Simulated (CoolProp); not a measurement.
Vapour-liquid equilibrium of R125 (1) + isobutane (2) at 308.2 K; x and y are mole fractions of (1).

Model: multi-fluid Helmholtz-energy mixture model, Lemmon 2005 and Bücker 2006; pair parameters Bell 2016, in CoolProp.

```tsv
x	bubble pressure (MPa)	y at the bubble point	dew pressure at overall composition x (MPa)	liquid density (mol/L)
0.05	0.6388	0.272	0.4902	9.241
0.15	0.9288	0.510	0.5480	9.208
0.25	1.149	0.618	0.6202	9.162
0.35	1.313	0.680	0.7127	9.108
0.45	1.436	0.723	0.8348	9.050
0.55	1.533	0.758	1.001	8.998
0.65	1.615	0.793	1.231	8.967
0.75	1.687	0.832	1.512	8.980
0.85	1.746	0.882	1.712	9.063
0.95	1.781	0.953	1.780	9.241
```

No azeotrope shows between x = 0.05 and 0.95.

The pair parameters rest on a limited set of measurements; away from them the model extrapolates.
